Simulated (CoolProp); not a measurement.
Saturation properties of R245ca (Tc = 174.4 °C, pc = 3.941 MPa, ω = 0.355).

Model: reference Helmholtz-energy equation of state, Zhou 2016, in CoolProp.

| T (°C) | p (MPa) | liquid density (kg/m³) | vapour Z |
|---|---|---|---|
| 53.45 | 0.2689 | 1313 | 0.9220 |
| 58.45 | 0.3132 | 1299 | 0.9132 |
| 63.45 | 0.3630 | 1285 | 0.9037 |
| 68.45 | 0.4185 | 1271 | 0.8935 |
| 73.45 | 0.4802 | 1256 | 0.8827 |
| 78.45 | 0.5486 | 1241 | 0.8712 |
| 83.45 | 0.6241 | 1226 | 0.8590 |
| 88.45 | 0.7072 | 1210 | 0.8461 |
| 93.45 | 0.7983 | 1193 | 0.8324 |
| 98.45 | 0.8981 | 1177 | 0.8178 |

It boils at 25.3 °C under 1 atm.
